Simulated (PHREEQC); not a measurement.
**Buffer: speciation**

Dissolve 0.025 mol H3PO4 and 0.00013 mol Na2SO4 per kg of water at 34 °C. Closed to the air; pH follows from the charge balance.

Computed with PHREEQC (ion-association model, phreeqc.dat).

Each row changes one thing in this solution. This is a speciation only: nothing precipitates in the calculation.

```json
[
 {"case": "as made", "pH": "2.02", "ionic strength (mol/kgw)": "0.0107"},
 {"case": "H3PO4 left out", "pH": "6.86", "ionic strength (mol/kgw)": "…"},
 {"case": "diluted 10-fold with water", "pH": "2.73", "ionic strength (mol/kgw)": "0.00198"},
 {"case": "Na2SO4 left out", "pH": "2.02", "ionic strength (mol/kgw)": "0.0104"},
 {"case": "H3PO4 from 0.025 to 0.0125 mol/kgw", "pH": "2.22", "ionic strength (mol/kgw)": "…"},
 {"case": "temperature from 34 to 85 °C", "pH": "…", "ionic strength (mol/kgw)": "…"},
 {"case": "Na2SO4 from 0.00013 to 0.00065 mol/kgw", "pH": "2.03", "ionic strength (mol/kgw)": "0.0120"}
]
```

Q: Some entries are withheld; supply them.

A: 
- H3PO4 left out, ionic strength (mol/kgw): 0.000390
- H3PO4 from 0.025 to 0.0125 mol/kgw, ionic strength (mol/kgw): 0.00687
- temperature from 34 to 85 °C, pH: 2.11
- temperature from 34 to 85 °C, ionic strength (mol/kgw): 0.00891

Species that the database lacks are ignored. Away from 25 °C the constants follow the database's enthalpies or fits; those with neither stay at their 25 °C values.
